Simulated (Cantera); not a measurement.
An isothermal, constant-pressure homogeneous reactor starts with CH₄ : N₂ = 1 : 110 (molar parts), at 1925 K and 0.0267 bar. Integrator tolerance rtol = 1e-08.

Cantera simulation using GRI-Mech 3.0 (53 species, 325 reactions); the numbers are that mechanism's predictions, not measurements. GRI-Mech 3.0 stops at C3 and has no aromatics, soot or wall deposition, so with more carbon than oxygen in the feed, carbon stays in small species such as C2H2 where larger ones or solid carbon would form. Radical loss at walls, strong at low pressure, is not modelled.

Problem. What does this change do: 0.8 parts H2O added?

Solution. 
```csv
quantity,before,after
x(CH₄) at 100 s,7.29e-9 (gas-phase equilibrium 1.27e-8),1.54e-8 (gas-phase equilibrium 6.18e-9)
x(C₂H) at 100 s,3.25e-6 (gas-phase equilibrium 1.27e-7),2.33e-7 (gas-phase equilibrium 3.99e-9)
x(CH₂) at 100 s,4.77e-10 (gas-phase equilibrium 8.28e-10),5.65e-10 (gas-phase equilibrium 2.26e-10)
x(CH₃) at 100 s,7.49e-9 (gas-phase equilibrium 1.30e-8),1.19e-8 (gas-phase equilibrium 4.75e-9)
x(C₂H₆) at 100 s,<1e-12 (gas-phase equilibrium <1e-12),<1e-12 (gas-phase equilibrium <1e-12)
x(C₂H₂) at 100 s,0.00439 (gas-phase equilibrium 0.000172),0.000420 (gas-phase equilibrium 7.20e-6)
```
